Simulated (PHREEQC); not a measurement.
A solution holds 0.11 mol/kgw KCl and 0.2 mol/kgw Na2CO3, at 20 °C. Closed to the air; pH follows from the charge balance.

All values are PHREEQC results (Pitzer model, pitzer.dat), not measurements.

This is a speciation only: nothing precipitates in the calculation.

Problem. Predict the pH, density.

Solution. pH 11.53; density 1.025 g/cm³.

Problem. In which forms is C present?

Solution. CO3-2 98 %, HCO3- 1.7 % of the C.
